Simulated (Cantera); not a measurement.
Charge: 1 mol Nb2O5, 560 mol H2, 0.34 mol H2O, at 1852 °C and 10.0 mbar.

These are equilibrium values from Cantera (NASA tables, ideal gas, pure condensed phases), not measurements of a reactor. Candidate condensed phases: H2O, Nb, NbO, NbO2, Nb2O5; 12 gas species. NbO: taken at fixed stoichiometry. Equilibrium is a limit: real reactors are often held back by kinetics, nucleation or transport.

Base state: H2 0.958, H 0.0356, H2O 0.00496, NbO2 0.000864, NbO 0.000126, OH 2.28e-5 (mole fractions); condensed: NbO(s).

Problem. What changes in the equilibrium state with this change: temperature from 1852 °C to 852 °C?

Solution. 
```json
[
 {"species": "H2", "before": "0.958", "after": "0.998"},
 {"species": "H2O", "before": "0.00496", "after": "0.00239"},
 {"species": "H", "before": "0.0356", "after": "4.44e-7"},
 {"species": "NbO2", "before": "0.000864", "after": "<1e-9"},
 {"species": "NbO", "before": "0.000126", "after": "<1e-9"},
 {"species": "OH", "before": "2.28e-5", "after": "<1e-9"},
 {"species": "NbO(s), mol", "before": "1.43", "after": "0"},
 {"species": "NbO2(s), mol", "before": "0", "after": "2.00"}
]
```
Condensed phases not in the tables: the oxides between NbO2 and Nb2O5.

Problem. What changes in the equilibrium state with this change: H2O from 0.34 to 1.7 mol?

Solution. 
```
species        before     after
-----------  --------  --------
H2              0.958     0.956
H              0.0356    0.0355
H2O           0.00496   0.00696
NbO2         0.000864   0.00121
OH            2.28e-5   3.21e-5
NbO          0.000126  0.000126
NbO(s), mol      1.43      1.23
```
